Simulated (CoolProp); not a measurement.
Saturation properties of CH3F (R41).

Values from CoolProp's reference Helmholtz-energy equation of state, Lemmon 2006. It is a short technical equation, of lower accuracy than the large ones.

| T (K) | p (MPa) | vapour density (kg/m³) |
|---|---|---|
| 196.6 | 0.1118 | 2.439 |
| 199.5 | 0.1304 | 2.816 |
| 202.3 | 0.1506 | (withheld) |
| 205.1 | 0.1732 | 3.675 |
| 207.9 | 0.1983 | 4.175 |
| 210.7 | 0.2262 | (withheld) |
| 213.5 | 0.2571 | 5.333 |
| 216.3 | 0.2911 | 5.999 |
| 219.1 | 0.3284 | (withheld) |
| 222 | (withheld) | (withheld) |
| 224.8 | 0.4157 | 8.430 |
| 227.6 | 0.4646 | 9.382 |
| 230.4 | (withheld) | (withheld) |
| 233.2 | 0.5754 | (withheld) |
| 236 | 0.6378 | 12.76 |

Problem. What belongs in the gaps?

Solution. 
- 202.3, vapour density (kg/m³): 3.223
- 210.7, vapour density (kg/m³): 4.726
- 219.1, vapour density (kg/m³): 6.729
- 222, p (MPa): 0.3709
- 222, vapour density (kg/m³): 7.556
- 230.4, p (MPa): 0.5178
- 230.4, vapour density (kg/m³): 10.42
- 233.2, vapour density (kg/m³): 11.54

It boils at 194.8 K under 1 atm.
